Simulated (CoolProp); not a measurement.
Model: reference Helmholtz-energy equation of state, Schmidt 1985, in CoolProp.

Question: For oxygen, give the phase and the density (kg/m³), cp (kJ/(kg K)), isothermal compressibility (1/MPa), expansivity (1/kK) at 168.2 K and 3.23 MPa; 168.2 K and 16.7 MPa.

Answer: 
- 168.2 K and 3.23 MPa: gas; density 91.0, cp 1.30, isothermal compressibility 0.392, expansivity 11.2
- 168.2 K and 16.7 MPa: supercritical; density 752, cp 2.08, isothermal compressibility 0.0169, expansivity 9.86
